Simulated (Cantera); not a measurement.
Charge: 1 mol CaO, 1.1 mol HBr, 3.2 mol N2, held at 10.0 mbar.

Equilibrium computed with Cantera from the NASA thermochemical tables; the gas is ideal and each condensed phase is pure. Candidate condensed phases: Br2, Ca, CaBr2, CaO, Ca(OH)2, H2O; 34 gas species. Mutual solubility and eutectic melting of coexisting phases are not modelled. Kinetics and transport are ignored.

What share of the Ca ends up in condensed phases as a function of T (K), at 1050, 1125, 1200, 1275, 1350, 1425, 1500, 1575?


| T (K) | Ca condensed (%) | as |
|---|---|---|
| 1050 | 99.9 | CaBr2(l) + CaO(s) |
| 1125 | 99.5 | CaBr2(l) + CaO(s) |
| 1200 | 97.4 | CaBr2(l) + CaO(s) |
| 1275 | 88.7 | CaBr2(l) + CaO(s) |
| 1350 | 64.5 | CaO(s) |
| 1425 | 63.1 | CaO(s) |
| 1500 | 62.3 | CaO(s) |
| 1575 | 61.9 | CaO(s) |
